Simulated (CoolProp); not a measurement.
cis-2-butene at 372.8 K and 0.589 MPa is throttled through a valve to 0.358 MPa with no heat exchange. Each further row changes one setting.

Model: reference Helmholtz-energy equation of state, Lemmon 2005, in CoolProp. It is a short technical equation, of lower accuracy than the large ones.

| case | temperature change (K) | final density (kg/m³) |
|---|---|---|
| as stated | -3.7 | 6.91 |
| outlet pressure 0.107 MPa | -7.7 | 2.01 |
| outlet pressure 0.465 MPa | -2.0 | 9.09 |
